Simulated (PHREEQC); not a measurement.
Solution (25 °C): 0.002 mol/kgw H3PO4 and 0.2 mol/kgw KOH. Closed to the air; pH follows from the charge balance.

Model: ion-association model, wateq4f.dat, run in PHREEQC.

Each row changes one thing in this solution. No solid was allowed to form.

| case | pH | HPO4-2 (mol/kgw) | KHPO4- (mol/kgw) |
|---|---|---|---|
| as made | 13.14 | 6.75e-5 | 7.40e-6 |
| temperature from 25 to 5 °C | ? | 2.03e-5 | 2.30e-6 |
| KOH from 0.2 to 0.18 mol/kgw | ? | 7.74e-5 | 7.93e-6 |
| temperature from 25 to 35 °C | ? | 0.000109 | 1.17e-5 |
| KOH from 0.2 to 2 mol/kgw | ? | 3.20e-6 | 1.54e-6 |
| 0.0076 mol/kgw TMAH added | ? | 6.43e-5 | 6.95e-6 |

Q: Fill in the missing entries.

A: 
- temperature from 25 to 5 °C, pH: 13.88
- KOH from 0.2 to 0.18 mol/kgw, pH: 13.10
- temperature from 25 to 35 °C, pH: 12.82
- KOH from 0.2 to 2 mol/kgw, pH: 14.05
- 0.0076 mol/kgw TMAH added, pH: 13.15

The ionic strength passes 0.7 mol/kgw, the rough limit of the ion-association models, in KOH from 0.2 to 2 mol/kgw. Species that the database lacks are ignored. (CH3)4N+ isn't in the database: it is added as a free cation with an ion size of 4 Å. H3PO4, which wateq4f.dat lacks, is added to it with the constant of phreeqc.dat. Away from 25 °C the constants follow the database's enthalpies or fits; those with neither stay at their 25 °C values.
